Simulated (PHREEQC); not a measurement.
Solution (25 °C): 14 mmol/kgw HCl, 10 mmol/kgw CaCl2 and 0.94 mmol/kgw KCl. Closed to the air; pH follows from the charge balance.

Model: Pitzer model, pitzer.dat, run in PHREEQC.

```
quantity                     before   after
---------------------------  ------  ------
pH                             1.93    1.63
SI of Sylvite (KCl)           -5.55   -5.42
SI of Portlandite (Ca(OH)2)  -21.26  -21.89
```

Task: Name the change that produced these shifts.
(A) HCl from 0.014 to 0.0014 mol/kgw
(B) KCl from 0.00094 to 0.0094 mol/kgw
(C) HCl from 0.014 to 0.07 mol/kgw
(D) HCl from 0.014 to 0.028 mol/kgw
(E) diluted 100-fold with water

Result: D, HCl from 0.014 to 0.028 mol/kgw

No solid was allowed to form.
